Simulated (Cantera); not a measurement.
An adiabatic, constant-pressure homogeneous reactor starts with 9.07 % C₂H₄, 17.0 % O₂, 63.9 % N₂, 9.97 % H₂O, at 1600 K and 100000 Pa.

Model: GRI-Mech 3.0 (53 species, 325 reactions), integrated in Cantera. GRI-Mech 3.0 was tuned for natural gas; its chemistry of ethylene as a main component is partial and can be far from experiment.

x: mole fraction; the columns are a selection and need not sum to one.

```
t (s)     T (K)  x C₂H₄     x O₂   x H₂O     x HCO      x NO     x CH₂
--------  -----  ------  -------  ------  --------  --------  --------
4.00e-6    1600  0.0906    0.170  0.0997   6.03e-8    <1e-12  9.41e-11
1.35e-5    1624  0.0799    0.161   0.102  0.000141   1.69e-9   1.90e-5
4.58e-5    2692  <1e-12      ___   0.158       ___       ___    <1e-12
0.000155   2745  <1e-12  0.00319   0.162   2.47e-7  0.000414    <1e-12
0.000524   2781  <1e-12  0.00258   0.165   2.33e-7   0.00109    <1e-12
0.00177    2778  <1e-12  0.00241   0.165   2.31e-7   0.00249    <1e-12
0.00600    2776  <1e-12  0.00234   0.165   2.31e-7   0.00318    <1e-12
0.0203     2776  <1e-12  0.00234   0.165   2.31e-7   0.00319    <1e-12
0.0687     2776  <1e-12  0.00234   0.165   2.31e-7   0.00319    <1e-12
0.232      2776  <1e-12  0.00234   0.165   2.31e-7   0.00319    <1e-12
0.786      2776  <1e-12  0.00234   0.165   2.31e-7   0.00319    <1e-12
2.66       2776  <1e-12  0.00234   0.165   2.31e-7   0.00319    <1e-12
9.00       2776  <1e-12  0.00234   0.165   2.31e-7   0.00319    <1e-12
```

Task: Fill in the missing entries.

Result: 
- 4.58e-5, x O₂: 0.00399
- 4.58e-5, x HCO: 2.70e-7
- 4.58e-5, x NO: 0.000193
